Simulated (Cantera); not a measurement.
**Stirred combustor or abatement burner**

A perfectly stirred reactor is fed with 20.6 % H₂, 16.6 % O₂, 62.6 % N₂, 0.157 % NO, at 1200000 Pa; it is adiabatic with a 750 K inlet, and is followed from long to short residence time, starting on the burning branch (τ in s: 0.18, 0.082, 0.038, 0.018, 0.0081, 0.0037, 0.0017, 0.0008, 0.00037, 0.00017, 7.8e-05, 3.6e-05, 1.7e-05).

Detailed kinetics in Cantera: GRI-Mech 3.0 (53 species, 325 reactions). The hydrogen kinetics of GRI-Mech 3.0 are dated; newer H2 mechanisms differ, most at raised pressure. The pressure lies above the range GRI-Mech 3.0 was tuned for (to about 10 atm). The mechanism lacks 2 NO + O2 → 2 NO2 and HONO, so NO2 and the effect of NO are under-described below about 1400 K.

```csv
τ (s),T (K),x H₂,x O₂,x NO,x H,x N₂,x O
0.18,2234,0.000361,0.0673,0.00623,3.77e-5,0.694,0.000253
0.082,2236,0.000366,0.0677,0.00543,3.84e-5,0.695,0.000257
0.038,2238,0.000374,0.0682,0.00440,3.96e-5,0.695,0.000263
0.018,2240,0.000386,0.0687,0.00342,4.12e-5,0.696,0.000270
0.0081,2241,0.000411,0.0690,0.00266,4.40e-5,0.696,0.000280
0.0037,2241,0.000457,0.0692,0.00222,4.93e-5,0.696,0.000298
0.0017,2240,0.000551,0.0693,0.00200,6.04e-5,0.696,0.000331
0.00080,2237,0.000726,0.0693,0.00189,8.34e-5,0.696,0.000395
0.00037,2232,0.00106,0.0693,0.00183,0.000134,0.696,0.000520
0.00017,2222,0.00164,0.0693,0.00180,0.000242,0.696,0.000750
7.8e-5,2206,0.00261,0.0692,0.00178,0.000473,0.695,0.00115
3.6e-5,2182,0.00418,0.0693,0.00177,0.000941,0.694,0.00179
1.7e-5,2147,0.00657,0.0697,0.00176,0.00183,0.692,0.00274
```
x: mole fraction; the columns are a selection and need not sum to one.
